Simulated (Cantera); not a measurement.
Feed: 1 mol Ta(OEt)5, 1.3 mol CO2, held at 877 °C and 1.00 bar.

Cantera equilibrium calculation (NASA polynomials, part measured and part estimated; ideal gas, pure solids and liquids). Candidate condensed phases: C, C6H6, C7H8, C8H18, H2O, Ta, TaC, Ta2O5; 113 gas species. The feed counts by its element totals alone. Kinetics and transport are ignored.

Base state: H2 0.695, CO 0.281, CH4 0.0113, H2O 0.00917, CO2 0.00312 (mole fractions); condensed: C(graphite) + Ta2O5(s).

Task: What changes in the equilibrium state with this change: temperature from 877 °C to 727 °C?

Result: 
```json
[
 {"species": "H2", "before": "0.695", "after": "0.659"},
 {"species": "CO", "before": "0.281", "after": "0.216"},
 {"species": "H2O", "before": "0.00917", "after": "0.0564"},
 {"species": "CO2", "before": "0.00312", "after": "0.0266"},
 {"species": "CH4", "before": "0.0113", "after": "0.0415"},
 {"species": "C(graphite), mol", "before": "6.22", "after": "6.85"},
 {"species": "Ta2O5(s), mol", "before": "0.500", "after": "0.500"}
]
```
